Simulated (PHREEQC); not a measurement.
Solution (25 °C): 0.1 mol/kgw CdCl2. Closed to the air; pH follows from the charge balance.

The numbers come from PHREEQC with the ion-association model, phreeqc.dat.

No solid was allowed to form.

### Question
Estimate the pH, ionic strength.

### Answer
pH 5.38; ionic strength 0.122 mol/kgw.

### Question
In which forms is Cd present?

### Answer
CdCl+ 64 %, Cd+2 19 %, CdCl2 15 %, CdCl3- 1.0 % of the Cd.
